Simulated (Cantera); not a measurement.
Input: 1 mol B2O3, 47 mol HCl, 0.78 mol N2, 20 mol F2, equilibrated at 825 K and 0.0690 bar.

Cantera equilibrium calculation (NASA polynomials, part measured and part estimated; ideal gas, pure solids and liquids). Candidate condensed phases: B, BN, B2O3, B3O3H3, H2O, NH4Cl; 75 gas species. Equilibrium is a limit: real reactors are often held back by kinetics, nucleation or transport.

Base state: HF 0.500, Cl2 0.257, HCl 0.178, BF3 0.0294, O2 0.0187, N2 0.0115, H2O 0.00672, Cl 3.17e-5 (mole fractions); condensed: gas only.

What changes in the equilibrium state with this change: temperature from 825 K to 1548.15 K?


```csv
species,before,after
HF,0.500,0.467
HCl,0.178,0.178
Cl2,0.257,0.171
Cl,3.17e-5,0.126
O2,0.0187,0.0204
N2,0.0115,0.0107
BF3,0.0294,0.0274
BOF,<1e-9,6.73e-5
F,<1e-9,1.59e-5
ClF,1.05e-8,4.52e-5
ClO,1.25e-7,0.000109
NO,1.09e-7,5.57e-5
```
